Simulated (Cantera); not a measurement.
A Cantera script and its output.

```python
import numpy as np
import cantera as ct

gas = ct.Solution("gri30.yaml")
gas.TPX = 475, 22000, {'CH4': 1, 'H2': 0.042, 'O2': 1.68, 'N2': 6.33, 'H2O': 0.3}
flame = ct.FreeFlame(gas, width=0.12)
flame.set_refine_criteria(ratio=3, slope=0.08, curve=0.16)
flame.transport_model = "mixture-averaged"
flame.solve(loglevel=0, auto=True)
z, T = flame.grid, flame.T
thick = (T[-1] - T[0]) / np.gradient(T, z).max()
show = ['CH4', 'H2', 'O2', 'CO', 'C2H6', 'CH2']
print(f"laminar burning velocity  {flame.velocity[0] * 100:.3f} cm/s")
print(f"burnt temperature         {T[-1]:.1f} K")
print(f"thermal thickness         {thick * 1e3:.4f} mm")
print(f"grid points               {len(z)}")
z0 = z[flame.heat_release_rate.argmax()]
print(f"{'z/mm':>9s}{'T/K':>9s}{'u/(m/s)':>9s}" + "".join(f"{s:>11s}" for s in show))
rows = []
for k in (-3, -2, -1.5, -1, -0.5, -0.25, 0, 0.25, 0.5, 1, 2, 4, 8):
    zz = z0 + k * thick
    rows.append([k * thick, np.interp(zz, z, T), np.interp(zz, z, flame.velocity),
                 *(np.interp(zz, z, flame.X[gas.species_index(s)]) for s in show)])
    print(f"{rows[-1][0] * 1e3:9.3f}{rows[-1][1]:9.1f}{rows[-1][2]:9.3f}" + "".join(f"{x:11.3e}" for x in rows[-1][3:]))
```

It prints:

```
laminar burning velocity  100.556 cm/s
burnt temperature         2178.1 K
thermal thickness         1.4434 mm
grid points               153
     z/mm      T/K  u/(m/s)        CH4         H2         O2         CO       C2H6        CH2
   -4.330    475.1    1.007  1.068e-01  5.490e-03  1.795e-01  7.005e-07  6.454e-09  2.776e-18
   -2.887    476.1    1.011  1.065e-01  8.014e-03  1.790e-01  1.653e-05  2.798e-07  1.048e-14
   -2.165    482.0    1.027  1.057e-01  1.168e-02  1.780e-01  1.256e-04  3.338e-06  2.439e-12
   -1.443    545.1    1.172  1.009e-01  1.992e-02  1.732e-01  1.631e-03  8.555e-05  2.872e-09
   -0.722    974.1    2.139  7.127e-02  3.428e-02  1.394e-01  1.742e-02  1.255e-03  5.985e-07
   -0.361   1382.6    3.079  3.853e-02  4.133e-02  9.706e-02  3.893e-02  1.151e-03  1.659e-05
    0.000   1738.8    3.914  9.986e-03  4.301e-02  5.024e-02  6.070e-02  1.103e-04  7.548e-05
    0.361   1893.2    4.269  1.042e-03  3.798e-02  2.237e-02  6.471e-02  1.043e-06  3.401e-05
    0.722   1929.1    4.340  6.061e-05  3.417e-02  1.176e-02  5.853e-02  3.265e-09  3.257e-06
    1.443   1948.8    4.365  1.783e-07  3.351e-02  6.959e-03  4.982e-02  5.530e-14  1.280e-08
    2.887   1968.7    4.396  2.432e-11  3.420e-02  5.739e-03  4.556e-02  3.525e-20  2.439e-12
    5.774   1995.2    4.446  4.880e-15  3.384e-02  4.993e-03  4.484e-02  1.284e-24  1.149e-15
   11.548   2033.4    4.519  6.633e-16  3.294e-02  3.992e-03  4.458e-02  1.252e-29  4.314e-16
```

Cantera simulation using GRI-Mech 3.0 (53 species, 325 reactions); the numbers are that mechanism's predictions, not measurements. Burning velocities carry a grid error of a few per cent, more on coarse grids.
